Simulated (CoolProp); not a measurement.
A closed Brayton cycle with carbon dioxide: compressor inlet 329.15 K and 8.6 MPa, high pressure 23.3 MPa, turbine inlet 955 K, compressor efficiency 0.8, turbine efficiency 0.85, recuperator effectiveness 0 (on enthalpy, no pinch check). Each further row changes one setting.

Computed with CoolProp (reference Helmholtz-energy equation of state, Span 1996).

```json
[
 {"case": "as stated", "thermal efficiency (%)": "12.6", "net work (kJ/kg)": "88.9", "compressor to turbine work": "0.39", "compressor exit (K)": "415.5", "turbine exit (K)": "831.4"},
 {"case": "turbine inlet 905 K", "thermal efficiency (%)": "12.6", "net work (kJ/kg)": "80.7", "compressor to turbine work": "0.41", "compressor exit (K)": "415.5", "turbine exit (K)": "785.5"},
 {"case": "compressor inlet 339.15 K", "thermal efficiency (%)": "?", "net work (kJ/kg)": "82.3", "compressor to turbine work": "0.43", "compressor exit (K)": "431.7", "turbine exit (K)": "831.4"},
 {"case": "high pressure 19.8 MPa", "thermal efficiency (%)": "10.8", "net work (kJ/kg)": "77.4", "compressor to turbine work": "?", "compressor exit (K)": "?", "turbine exit (K)": "?"},
 {"case": "recuperator effectiveness 0.5", "thermal efficiency (%)": "19.3", "net work (kJ/kg)": "88.9", "compressor to turbine work": "0.39", "compressor exit (K)": "415.5", "turbine exit (K)": "831.4"}
]
```

Question: Complete the blanks.

Answer: 
- compressor inlet 339.15 K, thermal efficiency (%): 12.2
- high pressure 19.8 MPa, compressor to turbine work: 0.37
- high pressure 19.8 MPa, compressor exit (K): 400.9
- high pressure 19.8 MPa, turbine exit (K): 850.9
